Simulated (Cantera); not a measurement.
A Cantera script and what it prints.

```python
import numpy as np
import cantera as ct

gas_names = """
    B BH BH2 BH3 BN BO BO2 B2 B2O B2O2 B2O3 B3O3H3 H HBO HBO2 HNO HNO2 HNO3 HO2 H2 H2O H2O2 H3B3O6 N NH
    NH2 NH3 NH2OH NO NO2 NO3 N2 N2H2 N2H4 N2O O OH O2 O3
""".split()
cond_names = """
    B(b) B(L) BN(s) B2O3(L) B3O3H3(cr) H2O(s) H2O(L)
""".split()


# ... load() reads the species with a 1 bar reference pressure and builds the phases ...
atoms = {
    'B2H6': {'B': 2, 'H': 6},
    'H2O': {'H': 2, 'O': 1},
    'N2': {'N': 2},
    'NH3': {'N': 1, 'H': 3},
}
top_T = {'BN(s)': 3200}  # K; cautious upper limits of use, not melting points


# ... equilibrate(T, P, feed) seeds the gas with the atoms and calls Mixture.equilibrate('TP', solver="vcs", rtol=1e-11, max_steps=5000) ...
results = []
feed = {'B2H6': 1, 'H2O': 0.13, 'N2': 32, 'NH3': 1.8}  # mol
T = 1975  # K
P = 230  # Pa
mix = equilibrate(T, P, feed)
results.append((T, P, feed, dict(zip(mix.species_names, mix.species_moles))))
x = sorted(zip(gas.X, gas.species_names), reverse=True)
print(f"T = {T:g} K  P = {P:g} Pa  gas = {mix.phase_moles(0):.4g} mol")
print("   x: " + "  ".join(f"{s} {v:.3e}" for v, s in x if v > 0.0001))
print("   condensed (mol): " + ("  ".join(f"{mix.phase(i).name} {mix.phase_moles(i):.4g}"
      for i in range(1, mix.n_phases) if mix.phase_moles(i) > 1e-12) or "none"))
```

Result:

```
T = 1975 K  P = 230 Pa  gas = 38.1 mol
   x: N2 8.389e-01  H2 1.467e-01  H 1.093e-02  BO 1.739e-03  HBO 1.571e-03
   condensed (mol): BN(s) 1.869
```

Equilibrium computed with Cantera from the NASA thermochemical tables; the gas is ideal and each condensed phase is pure. The feed counts by its element totals alone. The tables' values for BH2 are old estimates; treat these amounts as uncertain.
